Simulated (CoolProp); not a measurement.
Vapour-liquid equilibrium of R22 (1) + R134a (2) at 1.36 MPa; x and y are mole fractions of (1).

Model: multi-fluid Helmholtz-energy mixture model, Kamei 1995 and Tillner-Roth 1994; pair parameters Bell 2016, in CoolProp.

Question: Give the bubble temperature and the first vapour's composition at x = 0.15, 0.35, 0.65. Is there an azeotrope?

Answer: x = 0.15: 321.1 K, y = 0.198; x = 0.35: 317.3 K, y = 0.424; x = 0.65: 312.6 K, y = 0.710. No azeotrope shows between x = 0.05 and 0.95.

Pair parameters are fitted to limited data, so mixtures are less certain than the pure fluids.
